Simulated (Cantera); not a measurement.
Cantera run:

```python
import numpy as np
import cantera as ct

gas_names = """
    CL CLO CL2 Fe FeCL FeCL2 FeCL3 FeO Fe2CL4 Fe2CL6 N NO NO2 NO3 N2 N2O O O2 O3
""".split()
cond_names = """
    Fe(a) Fe(c) Fe(d) Fe(L) FeCL2(s) FeCL2(L) FeCL3(s) FeCL3(L) FeO(s) FeO(L) Fe2O3(s) Fe3O4(s)
""".split()


# ... load() reads the species with a 1 bar reference pressure and builds the phases ...
atoms = {
    'FeCl3': {'Fe': 1, 'CL': 3},
    'O2': {'O': 2},
    'N2': {'N': 2},
}
top_T = {'Fe2O3(s)': 1830, 'Fe3O4(s)': 1870}  # K; cautious upper limits of use, not melting points


# ... equilibrate(T, P, feed) seeds the gas with the atoms and calls Mixture.equilibrate('TP', solver="vcs", rtol=1e-11, max_steps=5000) ...
results = []
T = 773  # K
P = 5300  # Pa
for m in [6.7, 12, 23, 42, 77, 140, 260, 480]:
    feed = {'FeCl3': 1, 'O2': 0.041, 'N2': m}  # mol
    mix = equilibrate(T, P, feed)
    results.append((T, P, feed, dict(zip(mix.species_names, mix.species_moles))))

top = {s: max(r[3][s] / sum(r[3][g] for g in gas_names) for r in results) for s in gas_names}
cols = sorted((s for s in top if top[s] > 0.0001), key=lambda s: -top[s])[:6]
seen = [c for c in cond_names if any(r[3].get(c, 0) > 1e-12 for r in results)]
print("log10 of partial pressures in bar; condensed amounts in mol")
print(f"{'n(N2)':>10s}" + "".join(f"{s[:9]:>10s}" for s in cols + seen))
for T, P, feed, n in results:
    ng = sum(n[g] for g in gas_names)
    print(f"{feed['N2']:10.4g}" + "".join(f"{np.log10(max(n[s] / ng * P / 1e5, 1e-99)):10.3f}" for s in cols)
          + "".join(f"{n.get(c, 0):10.4g}" for c in seen))
```

It prints:

```
log10 of partial pressures in bar; condensed amounts in mol
     n(N2)        N2     FeCL3    Fe2CL6       CL2     FeCL2  Fe2O3(s)
       6.7    -1.322    -2.558    -2.704    -3.231    -5.089   0.02733
        12    -1.303    -2.710    -3.009    -3.464    -5.125   0.02733
        23    -1.291    -2.897    -3.383    -3.731    -5.178   0.02733
        42    -1.285    -3.088    -3.763    -3.982    -5.243   0.02733
        77    -1.281    -3.296    -4.180    -4.235    -5.325   0.02733
       140    -1.279    -3.517    -4.623    -4.485    -5.421   0.02733
       260    -1.277    -3.761    -5.109    -4.742    -5.536   0.02733
       480    -1.277    -4.013    -5.614    -4.995    -5.662   0.02733
```

These are equilibrium values from Cantera (NASA tables, ideal gas, pure condensed phases), not measurements of a reactor. Condensed phases not in the tables: FeOCl.
